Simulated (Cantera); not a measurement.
What does this Cantera script print?

```python
import numpy as np
import cantera as ct

gas_names = """
    F FO FO2 F2 F2O H HF HNO HNO2 HNO3 HOF HO2 H2 H2F2 H2O H2O2 H3F3 H4F4 H5F5 H6F6 H7F7 N NF NF2 NF3 NH
    NH2 NH3 NH2OH NO NO2 NO3 N2 N2H2 N2H4 N2O O OH O2 O3
""".split()
cond_names = """
    H2O(s) H2O(L)
""".split()


# ... load() reads the species with a 1 bar reference pressure and builds the phases ...
atoms = {
    'NF3': {'N': 1, 'F': 3},
    'O2': {'O': 2},
    'H2': {'H': 2},
}
top_T = {}  # K; cautious upper limits of use, not melting points


# ... equilibrate(T, P, feed) seeds the gas with the atoms and calls Mixture.equilibrate('TP', solver="vcs", rtol=1e-11, max_steps=5000) ...
results = []
T = 3350  # K
P = 5200  # Pa
for m in [0.23, 0.43, 0.82, 1.6, 3, 5.7, 11]:
    feed = {'NF3': 1, 'O2': 0.11, 'H2': m}  # mol
    mix = equilibrate(T, P, feed)
    results.append((T, P, feed, dict(zip(mix.species_names, mix.species_moles))))

top = {s: max(r[3][s] / sum(r[3][g] for g in gas_names) for r in results) for s in gas_names}
cols = sorted((s for s in top if top[s] > 0.0001), key=lambda s: -top[s])[:9]
seen = [c for c in cond_names if any(r[3].get(c, 0) > 1e-12 for r in results)]
print("log10 of partial pressures in bar; condensed amounts in mol")
print(f"{'n(H2)':>10s}" + "".join(f"{s[:9]:>10s}" for s in cols + seen))
for T, P, feed, n in results:
    ng = sum(n[g] for g in gas_names)
    print(f"{feed['H2']:10.4g}" + "".join(f"{np.log10(max(n[s] / ng * P / 1e5, 1e-99)):10.3f}" for s in cols)
          + "".join(f"{n.get(c, 0):10.4g}" for c in seen))
```

It prints:

```
log10 of partial pressures in bar; condensed amounts in mol
     n(H2)         F         H        HF        H2        N2         O        OH        NO       H2O
      0.23    -1.447    -3.496    -2.216    -6.226    -2.161    -2.554    -5.055    -3.921    -7.411
      0.43    -1.519    -3.160    -1.952    -5.555    -2.164    -2.558    -4.724    -3.927    -6.744
      0.82    -1.692    -2.730    -1.695    -4.694    -2.175    -2.572    -4.308    -3.946    -5.897
       1.6    -2.177    -2.095    -1.544    -3.424    -2.235    -2.655    -3.756    -4.059    -4.710
         3    -2.701    -1.691    -1.665    -2.617    -2.408    -2.880    -3.577    -4.371    -4.128
       5.7    -3.078    -1.530    -1.880    -2.293    -2.634    -3.149    -3.684    -4.752    -4.073
        11    -3.403    -1.454    -2.131    -2.143    -2.888    -3.430    -3.890    -5.161    -4.204
```

These are equilibrium values from Cantera (NASA tables, ideal gas, pure condensed phases), not measurements of a reactor.
